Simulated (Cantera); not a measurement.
## Equilibrium for silicon carbide growth: (CH3)2SiCl2 + C3H8 + H2 + C2H4

Feed: 1 mol (CH3)2SiCl2, 0.05 mol C3H8, 15 mol H2, 0.014 mol C2H4, equilibrated at 1.00 Torr.

Equilibrium computed with Cantera from the NASA thermochemical tables; the gas is ideal and each condensed phase is pure. Candidate condensed phases: C, C6H6, C7H8, C8H18, Si, SiC; 109 gas species. The feed counts by its element totals alone. The tables' values for SiCl are old estimates; treat these amounts as uncertain. Gases not in the tables: Si2H6 and higher silanes. The numbers say what is thermodynamically allowed, not how fast it happens.

```
T (°C)   x H2      x H   x HCl      x Si      x Cl  n C(graphite)  n SiC(s)
------  -----  -------  ------  --------  --------  -------------  --------
1375    0.894  0.00231   0.103   2.38e-6  0.000208           1.19     0.990
1425    0.893  0.00374   0.102   7.23e-6  0.000333           1.19     0.988
1475    0.891  0.00591   0.102   2.06e-5  0.000520           1.19     0.985
1525    0.888  0.00909   0.101   5.52e-5  0.000791           1.19     0.982
1575    0.884   0.0137   0.100  0.000140   0.00117           1.19     0.977
1625    0.878   0.0201  0.0988  0.000339   0.00171           1.19     0.970
1675    0.869   0.0288  0.0973  0.000784   0.00242           1.20     0.956
1725    0.857   0.0407  0.0952   0.00174   0.00337           1.22     0.931
1775    0.840   0.0562  0.0925   0.00370   0.00458           1.25     0.879
1825    0.817   0.0762  0.0890   0.00759   0.00611           1.33     0.778
1875    0.785    0.101  0.0844    0.0151   0.00796           1.48     0.576
1925    0.742    0.131  0.0784    0.0289    0.0101           1.77     0.173
1975    0.699    0.168  0.0739    0.0351    0.0129           1.86         0
```
x: gas mole fraction; n: condensed amount in mol.

From 1375 °C to 1925 °C the condensed part is C(graphite) + SiC(s). At 1975 °C the condensed part is C(graphite). The main Si-bearing gas is SiCl2 at 1375 °C and Si at 1975 °C. The share of Si in condensed phases is highest at 1375 °C (99.0 %) and lowest at 1975 °C (0.0 %).
